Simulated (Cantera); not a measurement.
## Thermodynamics of metals in furnace atmospheres, feed Pb + H2O + CO

Feed: 1 mol Pb, 3.5 mol H2O, 0.48 mol CO, at 0.110 bar.

Equilibrium computed with Cantera from the NASA thermochemical tables; the gas is ideal and each condensed phase is pure. Candidate condensed phases: C, C6H6, C7H8, C8H18, H2O, Pb, PbO, PbO2, Pb3O4; 113 gas species. Gases not in the tables: (PbO)n polymers. The numbers say what is thermodynamically allowed, not how fast it happens.

From 502 °C to 1102 °C the condensed part is Pb(l). From 1252 °C to 1702 °C nothing is condensed.

```csv
T (°C),x H2O,x Pb,x CO2,x H2,x CO,x PbO,n Pb(l)
502,0.762,2.26e-7,0.117,0.117,0.00356,<1e-12,1.000
652,0.767,2.43e-5,0.112,0.112,0.00815,1.40e-10,1.000
802,0.772,0.000690,0.107,0.107,0.0137,3.86e-8,0.997
952,0.772,0.00850,0.100,0.100,0.0192,2.71e-6,0.966
1102,0.736,0.0597,0.0904,0.0905,0.0230,7.55e-5,0.747
1252,0.629,0.200,0.0732,0.0740,0.0232,0.000765,0
1402,0.631,0.199,0.0700,0.0718,0.0264,0.00188,0
1552,0.632,0.197,0.0669,0.0708,0.0294,0.00392,0
1702,0.630,0.193,0.0639,0.0710,0.0324,0.00710,0
```
x: gas mole fraction; n: condensed amount in mol.
